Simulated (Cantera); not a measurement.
**Thermodynamics of oxide etching and cleaning by halides, feed SiO2 + F2**

Charge: 1 mol SiO2, 3.9 mol F2, held at 0.900 Torr.

Equilibrium computed with Cantera from the NASA thermochemical tables; the gas is ideal and each condensed phase is pure. Candidate condensed phases: Si, SiO2; 17 gas species. The numbers say what is thermodynamically allowed, not how fast it happens.

```json
[
 {"T (K)": "700", "x F": "0.0284", "x F2": "0.466", "x SiF4": "0.253", "x O2": "0.253", "x O": "<1e-12", "x FO": "1.24e-8", "x FO2": "2.35e-6", "x F2O": "1.11e-7"},
 {"T (K)": "800", "x F": "0.147", "x F2": "0.378", "x SiF4": "0.238", "x O2": "0.238", "x O": "1.12e-12", "x FO": "1.12e-7", "x FO2": "2.64e-6", "x F2O": "1.49e-7"},
 {"T (K)": "900", "x F": "0.406", "x F2": "0.185", "x SiF4": "0.204", "x O2": "0.204", "x O": "7.03e-11", "x FO": "4.52e-7", "x FO2": "1.98e-6", "x F2O": "1.02e-7"},
 {"T (K)": "1000", "x F": "0.596", "x F2": "0.0442", "x SiF4": "0.180", "x O2": "0.180", "x O": "1.93e-9", "x FO": "8.93e-7", "x FO2": "1.02e-6", "x F2O": "3.20e-8"},
 {"T (K)": "1100", "x F": "0.644", "x F2": "0.00850", "x SiF4": "0.174", "x O2": "0.174", "x O": "3.00e-8", "x FO": "1.27e-6", "x FO2": "5.01e-7", "x F2O": "7.96e-9"},
 {"T (K)": "1200", "x F": "0.653", "x F2": "0.00193", "x SiF4": "0.173", "x O2": "0.173", "x O": "3.01e-7", "x FO": "1.64e-6", "x FO2": "2.69e-7", "x F2O": "2.27e-9"},
 {"T (K)": "1300", "x F": "0.654", "x F2": "0.000540", "x SiF4": "0.173", "x O2": "0.173", "x O": "2.12e-6", "x FO": "2.01e-6", "x FO2": "1.58e-7", "x F2O": "7.71e-10"},
 {"T (K)": "1400", "x F": "0.655", "x F2": "0.000180", "x SiF4": "0.172", "x O2": "0.172", "x O": "1.13e-5", "x FO": "2.39e-6", "x FO2": "9.99e-8", "x F2O": "3.04e-10"},
 {"T (K)": "1500", "x F": "0.655", "x F2": "6.93e-5", "x SiF4": "0.172", "x O2": "0.172", "x O": "4.86e-5", "x FO": "2.78e-6", "x FO2": "6.71e-8", "x F2O": "1.35e-10"},
 {"T (K)": "1600", "x F": "0.655", "x F2": "3.00e-5", "x SiF4": "0.172", "x O2": "0.172", "x O": "0.000174", "x FO": "3.17e-6", "x FO2": "4.74e-8", "x F2O": "6.64e-11"},
 {"T (K)": "1700", "x F": "0.655", "x F2": "1.43e-5", "x SiF4": "0.172", "x O2": "0.172", "x O": "0.000535", "x FO": "3.54e-6", "x FO2": "3.48e-8", "x F2O": "3.54e-11"},
 {"T (K)": "1800", "x F": "0.655", "x F2": "7.38e-6", "x SiF4": "0.172", "x O2": "0.172", "x O": "0.00145", "x FO": "3.91e-6", "x FO2": "2.63e-8", "x F2O": "2.02e-11"}
]
```
x: gas mole fraction; nothing condenses.

From 700 K to 1800 K nothing is condensed. The main Si-bearing gas is SiF4 throughout.
